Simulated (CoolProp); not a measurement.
Vapour pressure (MPa) of R113: the reference equation beside estimates from Tc = 487.2 K, pc = 3.392 MPa, ω = 0.253.

Model: reference Helmholtz-energy equation of state, Marx 1992, in CoolProp.

```
T (K)  reference  Lee-Kesler  Peng-Robinson
-----  ---------  ----------  -------------
270.3    0.01308     0.01281        0.01358
279.9    0.02067     0.02029        0.02123
289.6    0.03165     0.03116        0.03222
299.2    0.04671     0.04614        0.04723
308.8    0.06701     0.06641        0.06740
318.5    0.09403     0.09349        0.09419
328.1     0.1285      0.1281         0.1283
337.7     0.1721      0.1719         0.1715
347.4     0.2268      0.2271         0.2257
357       0.2931      0.2939         0.2916
366.6     0.3732      0.3745         0.3712
376.2     0.4688      0.4706         0.4664
385.9     0.5829      0.5851         0.5802
```

Absolute difference from the reference over all 13 rows, mean and median: Lee-Kesler 0.8 and 0.4 %, Peng-Robinson 1.0 and 0.5 %.
